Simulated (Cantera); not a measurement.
Feed: 1 mol SiHCl₃, 27 mol H₂, 0.054 mol C₂H₂, held at 1330 Pa.

These are equilibrium values from Cantera (NASA tables, ideal gas, pure condensed phases), not measurements of a reactor. Candidate condensed phases: C, C₆H₆, C₇H₈, C₈H₁₈, Si, SiC; 109 gas species. Mutual solubility and eutectic melting of coexisting phases are not modelled. The tables' values for SiCl, SiCl₃ are old estimates; treat these amounts as uncertain. Gases not in the tables: Si₂H₆ and higher silanes. Rates play no part.

Question: At 1975 K, list the 5 most abundant gas species with their mole fractions, and the condensed phases.

Answer: H₂ 0.898, HCl 0.0722, SiCl₂ 0.0143, H 0.0112, Si 0.00242. Condensed: Si(l) + SiC(s).
